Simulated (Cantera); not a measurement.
An isothermal, constant-pressure homogeneous reactor starts with 49.0 % CH4, 44.6 % H2O, 6.37 % H2, at 1350 K and 1000000 Pa.

Model: GRI-Mech 3.0 (53 species, 325 reactions), integrated in Cantera.

Task: Predict: x(CH4) at 100 s; x(H2O) at 100 s; x(H2) at 100 s; x(CO2) at 100 s; x(CH2CO) at 100 s; x(H) at 100 s.

Result: 
```
Item                                                Result
-----------------  ---------------------------------------
x(CH4) at 100 s       0.352 (gas-phase equilibrium 0.0336)
x(H2O) at 100 s      0.320 (gas-phase equilibrium 0.00847)
x(H2) at 100 s         0.262 (gas-phase equilibrium 0.727)
x(CO2) at 100 s     0.0200 (gas-phase equilibrium 0.00136)
x(CH2CO) at 100 s  7.17e-7 (gas-phase equilibrium 5.23e-8)
x(H) at 100 s      3.88e-7 (gas-phase equilibrium 6.47e-7)
```
